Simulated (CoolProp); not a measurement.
Values from CoolProp's reference Helmholtz-energy equation of state, Zhou 2012.

Problem. For o-xylene, give the phase and the Joule-Thomson coefficient (K/MPa) at 423.9 K and 0.00591 MPa; 423.9 K and 0.52 MPa.

Solution. 
- 423.9 K and 0.00591 MPa: gas; Joule-Thomson coefficient 33.3
- 423.9 K and 0.52 MPa: liquid; Joule-Thomson coefficient -0.270
